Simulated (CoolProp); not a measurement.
Values from CoolProp's reference Helmholtz-energy equation of state, Gao 2022.

Problem. Give the vapour pressure (MPa), liquid density (kg/m³), vapour density (kg/m³), enthalpy of vaporisation (kJ/kg) of saturated n-perfluorohexane at 356.3, 404.1 K.

Solution. 
```tsv
T (K)	p (MPa)	liquid density (kg/m³)	vapour density (kg/m³)	enthalpy of vaporisation (kJ/kg)
356.3	0.226	1490	29.1	76.6
404.1	0.729	1280	101	57.5
```
